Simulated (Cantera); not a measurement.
Mixture: H2 : O2 : N2 : NO = 1 : 0.263 : 1.08 : 0.0033 (molar parts), at 9.80 bar, adiabatic and at constant volume. Ignition delay is the time to a rise of 400 K.

Cantera simulation using GRI-Mech 3.0 (53 species, 325 reactions); the numbers are that mechanism's predictions, not measurements. The hydrogen kinetics of GRI-Mech 3.0 are dated; newer H2 mechanisms differ, most at raised pressure. The mechanism lacks 2 NO + O2 → 2 NO2 and HONO, so NO2 and the effect of NO are under-described below about 1400 K.

Question: What does this change do: pressure from 9.80 bar to 1.00 bar?

Answer: 
```json
[
 {"quantity": "delay at 1048 K", "before": "0.154 ms", "after": "0.148 ms"},
 {"quantity": "delay at 1148 K", "before": "35.7 µs", "after": "69.1 µs"},
 {"quantity": "delay at 1248 K", "before": "8.82 µs", "after": "39.9 µs"},
 {"quantity": "delay at 1348 K", "before": "3.47 µs", "after": "26.2 µs"},
 {"quantity": "delay at 1448 K", "before": "1.98 µs", "after": "19.1 µs"},
 {"quantity": "delay at 1548 K", "before": "1.33 µs", "after": "15.3 µs"},
 {"quantity": "delay at 1648 K", "before": "0.978 µs", "after": "13.3 µs"}
]
```
Where the delays flatten at high temperature, the 400 K rule measures the pace of heat release, not the induction time.
